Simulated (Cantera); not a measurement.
Charge: 1 mol SiH4, 0.031 mol CH4, 18 mol H2, 0.033 mol C2H2, held at 2225 K and 0.320 bar.

Equilibrium computed with Cantera from the NASA thermochemical tables; the gas is ideal and each condensed phase is pure. Candidate condensed phases: C, C6H6, C7H8, C8H18, Si, SiC; 87 gas species. Mutual solubility and eutectic melting of coexisting phases are not modelled. Gases not in the tables: Si2H6 and higher silanes. Rates play no part.

What is the equilibrium state?


```
Item                                         Value
--------------------------------------  ----------
x(H2)                                        0.986
x(H)                                        0.0114
x(Si)                                      0.00146
x(SiH)                                    0.000347
x(SiH2)                                   0.000330
x(Si2C)                                    9.35e-5
x(C2H2 (acetylene))                        3.87e-5
x(Si2)                                     2.46e-5
x(CH4)                                     8.98e-6
n(Si(l))                                 0.858 mol
n(SiC(s))                               0.0932 mol
gas amount                               20.25 mol
log10 activity of C(graphite) (absent)       -0.94
```
